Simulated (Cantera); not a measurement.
# SiHCl3 + N2 (silicon epitaxy and polysilicon growth)

A closed system holds: 1 mol SiHCl3, 11 mol N2, equilibrated at 3000 Pa.

Equilibrium computed with Cantera from the NASA thermochemical tables; the gas is ideal and each condensed phase is pure. Candidate condensed phases: NH4Cl, Si, Si3N4; 28 gas species. N2 is the only nitrogen source here; it is nearly inert below about 1500 K, so the nitride shown seldom forms there in practice. The tables' values for SiCl3 are old estimates; treat these amounts as uncertain. Equilibrium is a limit: real reactors are often held back by kinetics, nucleation or transport.

From 877 °C to 1277 °C the condensed part is Si3N4(s). From 1327 °C to 1377 °C nothing is condensed. The main Si-bearing gas is SiCl4 at 877 °C and SiCl2 at 1377 °C.

```csv
T (°C),x N2,x HCl,x SiCl2,x SiCl4,x SiCl3,n Si3N4(s)
877,0.879,0.0704,6.66e-5,0.0436,0.000515,0.154
927,0.879,0.0709,0.000224,0.0430,0.00105,0.154
977,0.879,0.0713,0.000678,0.0419,0.00199,0.152
1027,0.878,0.0715,0.00186,0.0400,0.00354,0.148
1077,0.876,0.0713,0.00462,0.0367,0.00583,0.141
1127,0.873,0.0707,0.0103,0.0314,0.00874,0.126
1177,0.869,0.0694,0.0205,0.0239,0.0116,0.101
1227,0.863,0.0670,0.0353,0.0153,0.0130,0.0659
1277,0.857,0.0635,0.0517,0.00787,0.0121,0.0280
1327,0.853,0.0602,0.0640,0.00369,0.00979,0
1377,0.852,0.0630,0.0659,0.00261,0.00885,0
```
x: gas mole fraction; n: condensed amount in mol.
